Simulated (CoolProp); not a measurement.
Vapour-liquid equilibrium of acetone (1) + toluene (2) at 7.56 bar; x and y are mole fractions of (1).

Computed with CoolProp (multi-fluid Helmholtz-energy mixture model, Lemmon 2006 and Lemmon 2006; pair parameters Bell 2016).

### Question
Give the bubble temperature and the first vapour's composition at x = 0.2, 0.35, 0.5. Is there an azeotrope?

### Answer
x = 0.2: 172.6 °C, y = 0.474; x = 0.35: 160.0 °C, y = 0.647; x = 0.5: 150.8 °C, y = 0.760. No azeotrope shows between x = 0.05 and 0.95.

Pair parameters are fitted to limited data, so mixtures are less certain than the pure fluids.
